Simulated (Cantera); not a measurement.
An isothermal, constant-pressure homogeneous reactor starts with 4.37 % CH2O, 0.533 % O2, 95.1 % N2, equivalence ratio 8.2, at 1525 K and 4.40 bar.

Detailed kinetics in Cantera: GRI-Mech 3.0 (53 species, 325 reactions).

One state of this run: x CH2O = 2.62e-9; x O2 = <1e-12; x C2H2 = 1.69e-9; x C2H6 = <1e-12; x HO2 = <1e-12; x C2H = <1e-12. x: mole fraction; the columns are a selection and need not sum to one.

### Question
Which value of t (s) does it belong to?
A) 0.000159
B) 6.31e-5
C) 4.00
D) 0.00252

### Answer
C, 4.00
